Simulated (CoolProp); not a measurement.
A simple Rankine cycle with R22: condensing at 298.15 K, boiler at 3.08 MPa, turbine inlet 494.4 K, turbine efficiency 0.9, pump efficiency 0.6, no recuperator. Each further row changes one setting.

Model: reference Helmholtz-energy equation of state, Kamei 1995, in CoolProp.

```json
[
 {"case": "as stated", "thermal efficiency (%)": "11.4", "net work (kJ/kg)": "37.8", "heat in (kJ/kg)": "331", "turbine exit temperature (K)": "434.9", "volume ratio over the turbine": "[?]"},
 {"case": "condensing temperature 290.15 K", "thermal efficiency (%)": "13.3", "net work (kJ/kg)": "45.4", "heat in (kJ/kg)": "341", "turbine exit temperature (K)": "423.8", "volume ratio over the turbine": "[?]"},
 {"case": "boiler pressure 2.16 MPa", "thermal efficiency (%)": "[?]", "net work (kJ/kg)": "26.9", "heat in (kJ/kg)": "[?]", "turbine exit temperature (K)": "455.0", "volume ratio over the turbine": "1.94"},
 {"case": "turbine efficiency 0.8", "thermal efficiency (%)": "[?]", "net work (kJ/kg)": "[?]", "heat in (kJ/kg)": "331", "turbine exit temperature (K)": "440.4", "volume ratio over the turbine": "2.73"}
]
```

Problem. What belongs in the gaps?

Solution. 
- as stated, volume ratio over the turbine: 2.69
- condensing temperature 290.15 K, volume ratio over the turbine: 3.29
- boiler pressure 2.16 MPa, thermal efficiency (%): 8.0
- boiler pressure 2.16 MPa, heat in (kJ/kg): 337
- turbine efficiency 0.8, thermal efficiency (%): 10.1
- turbine efficiency 0.8, net work (kJ/kg): 33.3
